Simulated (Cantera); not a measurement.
**Carbon deposition, reforming and gasification: acetone + O2 + H2**

Charge: 1 mol acetone, 0.072 mol O2, 20 mol H2, equilibrated at 2350 K.

Method: chemical equilibrium by Gibbs-energy minimisation in Cantera with the NASA 1993 tables (ideal gas, pure condensed phases). Candidate condensed phases: C, C6H6, C7H8, C8H18, H2O; 110 gas species. The feed counts by its element totals alone. The ideal-gas law is rough above about 30 bar. Rates play no part.

From 0.0750 Torr to 75000 Torr the condensed part is C(graphite). The main C-bearing gas is CO throughout. The share of C in condensed phases is highest at 0.0750 Torr (55.6 %) and lowest at 75000 Torr (39.2 %).

```csv
P (Pa),x H2,x H,x CO,x CH4,x C2H2 (acetylene),x C2H4,x C3,x CH3,n C(graphite)
10,0.292,0.674,0.0314,1.66e-9,0.00161,6.03e-11,0.000413,7.12e-8,1.67
100,0.641,0.316,0.0399,7.99e-8,0.00353,2.90e-9,4.13e-5,7.32e-7,1.64
1000,0.837,0.114,0.0447,1.36e-6,0.00462,4.94e-8,4.13e-6,3.45e-6,1.62
10000,0.911,0.0376,0.0465,1.61e-5,0.00503,5.86e-7,4.13e-7,1.24e-5,1.61
100000,0.935,0.0121,0.0471,0.000170,0.00516,6.18e-6,4.13e-8,4.08e-5,1.60
1000000,0.942,0.00383,0.0474,0.00173,0.00520,6.26e-5,4.13e-9,0.000130,1.56
10000000,0.928,0.00120,0.0480,0.0167,0.00512,0.000608,4.13e-10,0.000403,1.18
```
x: gas mole fraction; n: condensed amount in mol.
